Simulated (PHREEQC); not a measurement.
Make-up at 25 °C: 19.4 mmol/kgw HF, 0.45 mmol/kgw KF and 0.75 mmol/kgw H4SiO4. Closed to the air; pH follows from the charge balance.

The numbers come from PHREEQC with the ion-association model, phreeqc.dat.

The ionic strength comes out as 0.00495 mol/kgw. What activity coefficients do SiF6-2, H+, HF2-, K+, F- get?

SiF6-2 0.74, H+ 0.93, HF2- 0.93, K+ 0.93, F- 0.93.

Precipitation was switched off in this run. SiF6-2 is the database's only silicon fluoride.
